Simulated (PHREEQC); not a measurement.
Dissolve 0.022 mol/kgw HBr at 75 °C. It is in equilibrium with CO2 at log p = -2 (atm). Otherwise closed; pH follows from the charge balance.

Computed with PHREEQC (ion-association model, wateq4f.dat).

| quantity | before | after |
|---|---|---|
| pH | 1.72 | 5.01 |
| HCO3- (mol/kgw) | 3.85e-9 | 8.27e-6 |

### Question
Name the change that produced these shifts.
A) HBr from 0.022 to 0.0198 mol/kgw
B) HBr replaced by BaBr2 at the same molality
C) temperature from 75 to 50 °C

### Answer
B, HBr replaced by BaBr2 at the same molality

Precipitation was switched off in this run. Away from 25 °C the constants follow the database's enthalpies or fits; those with neither stay at their 25 °C values.
